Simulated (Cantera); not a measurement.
A perfectly stirred reactor is fed with CH4 : CO : O2 : N2 : CO2 = 1 : 0.042 : 1.84 : 6.91 : 1.4 (molar parts), at 9.87 atm; it is adiabatic with a 498 K inlet, and is followed from long to short residence time, starting on the burning branch (τ in s: 0.031, 0.017, 0.0091, 0.0049, 0.0026, 0.0014, 0.00075, 0.0004, 0.00022, 0.00012, 6.3e-05, 3.4e-05).

Computed with Cantera and GRI-Mech 3.0 (53 species, 325 reactions).

### Question
Predict: blow-out, bracketed by the residence times tried; x(CH4) at τ = 31.0 ms; x(CO) at τ = 31.0 ms; x(O2) at τ = 31.0 ms; x(CO2) at τ = 31.0 ms; x(H2O) at τ = 31.0 ms; x(CH4) at τ = 0.750 ms; x(CO) at τ = 0.750 ms; x(O2) at τ = 0.750 ms; x(CO2) at τ = 0.750 ms; x(H2O) at τ = 0.750 ms.

### Answer
| Quantity | Value |
|---|---|
| blow-out, bracketed by the residence times tried | burning at 0.220 ms, out at 0.120 ms |
| x(CH4) at τ = 31.0 ms | 1.96e-5 |
| x(CO) at τ = 31.0 ms | 0.0277 |
| x(O2) at τ = 31.0 ms | 0.000380 |
| x(CO2) at τ = 31.0 ms | 0.187 |
| x(H2O) at τ = 31.0 ms | 0.170 |
| x(CH4) at τ = 0.750 ms | 0.000166 |
| x(CO) at τ = 0.750 ms | 0.0329 |
| x(O2) at τ = 0.750 ms | 0.00387 |
| x(CO2) at τ = 0.750 ms | 0.181 |
| x(H2O) at τ = 0.750 ms | 0.168 |
